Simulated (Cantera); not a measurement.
Adiabatic ignition

An adiabatic, constant-volume homogeneous reactor starts with CH4 : O2 : N2 = 1 : 1.43 : 5.37 (molar parts), equivalence ratio 1.4, at 1175 K and 21800 Torr.

Cantera simulation using GRI-Mech 3.0 (53 species, 325 reactions); the numbers are that mechanism's predictions, not measurements. The pressure lies above the range GRI-Mech 3.0 was tuned for (to about 10 atm).

```json
[
 {"t (s)": "2.00e-6", "T (K)": "1175", "P (bar)": "29.0", "x CH4": "0.128", "x O2": "0.183", "x CO": "<1e-12", "x HO2": "3.80e-8", "x CH2CO": "<1e-12", "x CH3": "3.97e-8", "x CH2": "<1e-12"},
 {"t (s)": "6.78e-6", "T (K)": "1175", "P (bar)": "29.0", "x CH4": "0.128", "x O2": "0.183", "x CO": "5.68e-12", "x HO2": "1.24e-7", "x CH2CO": "<1e-12", "x CH3": "1.44e-7", "x CH2": "<1e-12"},
 {"t (s)": "2.30e-5", "T (K)": "1175", "P (bar)": "29.0", "x CH4": "0.128", "x O2": "0.183", "x CO": "2.82e-10", "x HO2": "3.69e-7", "x CH2CO": "<1e-12", "x CH3": "6.06e-7", "x CH2": "<1e-12"},
 {"t (s)": "7.79e-5", "T (K)": "1175", "P (bar)": "29.0", "x CH4": "0.128", "x O2": "0.183", "x CO": "2.24e-8", "x HO2": "8.51e-7", "x CH2CO": "<1e-12", "x CH3": "2.89e-6", "x CH2": "<1e-12"},
 {"t (s)": "0.000264", "T (K)": "1175", "P (bar)": "29.0", "x CH4": "0.128", "x O2": "0.183", "x CO": "1.28e-6", "x HO2": "1.47e-6", "x CH2CO": "6.33e-11", "x CH3": "5.01e-6", "x CH2": "<1e-12"},
 {"t (s)": "0.000894", "T (K)": "1178", "P (bar)": "29.1", "x CH4": "0.128", "x O2": "0.183", "x CO": "3.98e-5", "x HO2": "4.28e-6", "x CH2CO": "4.97e-9", "x CH3": "8.27e-6", "x CH2": "1.07e-12"},
 {"t (s)": "0.00303", "T (K)": "2997", "P (bar)": "79.8", "x CH4": "3.00e-10", "x O2": "0.000261", "x CO": "0.0827", "x HO2": "1.11e-6", "x CH2CO": "3.37e-12", "x CH3": "3.55e-10", "x CH2": "5.07e-11"},
 {"t (s)": "0.0103", "T (K)": "2997", "P (bar)": "79.8", "x CH4": "3.00e-10", "x O2": "0.000261", "x CO": "0.0827", "x HO2": "1.11e-6", "x CH2CO": "3.37e-12", "x CH3": "3.55e-10", "x CH2": "5.07e-11"},
 {"t (s)": "0.0348", "T (K)": "2997", "P (bar)": "79.8", "x CH4": "3.00e-10", "x O2": "0.000261", "x CO": "0.0827", "x HO2": "1.11e-6", "x CH2CO": "3.37e-12", "x CH3": "3.55e-10", "x CH2": "5.07e-11"},
 {"t (s)": "0.118", "T (K)": "2997", "P (bar)": "79.8", "x CH4": "3.00e-10", "x O2": "0.000261", "x CO": "0.0827", "x HO2": "1.11e-6", "x CH2CO": "3.37e-12", "x CH3": "3.55e-10", "x CH2": "5.07e-11"},
 {"t (s)": "0.400", "T (K)": "2997", "P (bar)": "79.8", "x CH4": "3.00e-10", "x O2": "0.000261", "x CO": "0.0827", "x HO2": "1.11e-6", "x CH2CO": "3.37e-12", "x CH3": "3.55e-10", "x CH2": "5.07e-11"}
]
```
x: mole fraction; the columns are a selection and need not sum to one.

```
Item                                                                  Result
---------------------------------  -----------------------------------------
time of steepest temperature rise                                    2.13 ms
temperature at 0.400 s                                                2997 K
equilibrium temperature                                               2997 K
x(CH4) at 0.400 s                  3.00e-10 (gas-phase equilibrium 3.37e-10)
x(O2) at 0.400 s                   0.000261 (gas-phase equilibrium 0.000261)
x(CO) at 0.400 s                       0.0827 (gas-phase equilibrium 0.0827)
```
